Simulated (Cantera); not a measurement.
A perfectly stirred reactor is fed with H₂ : O₂ : N₂ : H₂O = 1 : 0.61 : 2.29 : 0.96 (molar parts), equivalence ratio 0.82, at 1.01 bar; it is adiabatic with a 450 K inlet, and is followed from long to short residence time, starting on the burning branch (τ in s: 0.02, 0.009, 0.0041, 0.0018, 0.00082, 0.00037, 0.00017, 7.4e-05, 3.3e-05, 1.5e-05, 6.7e-06, 3e-06).

Detailed kinetics in Cantera: the H2/O2 subset of GRI-Mech 3.0, which has no nitrogen chemistry.

Q: Predict: blow-out, bracketed by the residence times tried; x(H₂) at τ = 20.0 ms; x(O₂) at τ = 20.0 ms; x(H₂O) at τ = 20.0 ms; x(OH) at τ = 20.0 ms; x(H) at τ = 20.0 ms; x(H₂) at τ = 0.170 ms; x(O₂) at τ = 0.170 ms; x(H₂O) at τ = 0.170 ms; x(OH) at τ = 0.170 ms; x(H) at τ = 0.170 ms.

A: 
| Item | Result |
|---|---|
| blow-out, bracketed by the residence times tried | burning at 33.0 µs, out at 15.0 µs |
| x(H₂) at τ = 20.0 ms | 0.00240 |
| x(O₂) at τ = 20.0 ms | 0.0254 |
| x(H₂O) at τ = 20.0 ms | 0.444 |
| x(OH) at τ = 20.0 ms | 0.00358 |
| x(H) at τ = 20.0 ms | 0.000233 |
| x(H₂) at τ = 0.170 ms | 0.0246 |
| x(O₂) at τ = 0.170 ms | 0.0357 |
| x(H₂O) at τ = 0.170 ms | 0.405 |
| x(OH) at τ = 0.170 ms | 0.00840 |
| x(H) at τ = 0.170 ms | 0.0105 |
